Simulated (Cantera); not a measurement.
## Sublimation and decomposition of ceramics: BN + N2

A closed system holds: 1 mol BN, 0.37 mol N2, at 0.0170 bar.

Method: chemical equilibrium by Gibbs-energy minimisation in Cantera with the NASA 1993 tables (ideal gas, pure condensed phases). Candidate condensed phases: B, BN; 5 gas species. Kinetics and transport are ignored.

From 2050 K to 2350 K the condensed part is BN(s). From 2450 K to 2750 K the condensed part is B(l). The main B-bearing gas is B throughout.

| T (K) | log p N2 | log p B | log p BN | log p B2 | n BN(s) | n B(l) |
|---|---|---|---|---|---|---|
| 2050 | -1.77 | -7.44 | -8.34 | -13.19 | 1.000 | 0 |
| 2150 | -1.77 | -6.50 | -7.50 | -11.65 | 1.000 | 0 |
| 2250 | -1.77 | -5.63 | -6.73 | -10.24 | 1.000 | 0 |
| 2350 | -1.77 | -4.84 | -6.03 | -8.95 | 1.000 | 0 |
| 2450 | -1.77 | -4.27 | -5.54 | -8.08 | 0 | 0.997 |
| 2550 | -1.77 | -3.86 | -5.20 | -7.50 | 0 | 0.993 |
| 2650 | -1.78 | -3.47 | -4.88 | -6.95 | 0 | 0.982 |
| 2750 | -1.79 | -3.12 | -4.60 | -6.46 | 0 | 0.958 |
log p: log10 of the partial pressure in bar; n: condensed amount in mol.
